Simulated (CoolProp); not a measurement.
Saturated liquid density (kg/m³) of chloromethane (R40): the reference equation beside estimates from Tc = 145.5 °C, pc = 6.929 MPa, ω = 0.150. Rackett uses Z = 0.29056 − 0.08775 ω.

Values from CoolProp's reference Helmholtz-energy equation of state, Thol 2014.

```tsv
T (°C)	reference	Rackett	van der Waals	Redlich-Kwong	Soave-Redlich-Kwong	Peng-Robinson
13.65	934.3	910.8	581.0	844.7	860.8	974.5
16.75	928.3	905.1	577.4	838.3	854.7	967.8
19.75	922.3	899.6	573.8	832.0	848.7	961.1
22.75	916.3	894.0	570.2	825.6	842.6	954.4
25.75	910.3	888.3	566.6	819.1	836.3	947.5
28.85	903.9	882.4	562.7	812.3	829.8	940.2
31.85	897.7	876.6	559.0	805.5	823.3	933.1
34.85	891.4	870.7	555.2	798.7	816.7	925.7
37.95	884.8	864.5	551.2	791.5	809.8	918.0
40.95	878.3	858.5	547.2	784.5	802.9	910.4
43.95	871.8	852.4	543.2	777.3	795.9	902.6
46.95	865.1	846.2	539.1	770.0	788.8	894.6
50.05	858.2	839.7	534.9	762.3	781.3	886.2
```

Absolute difference from the reference over all 13 rows, mean and median: Rackett 2.3 and 2.4 %, van der Waals 37.7 and 37.7 %, Redlich-Kwong 10.3 and 10.3 %, Soave-Redlich-Kwong 8.3 and 8.3 %, Peng-Robinson 3.9 and 3.9 %.
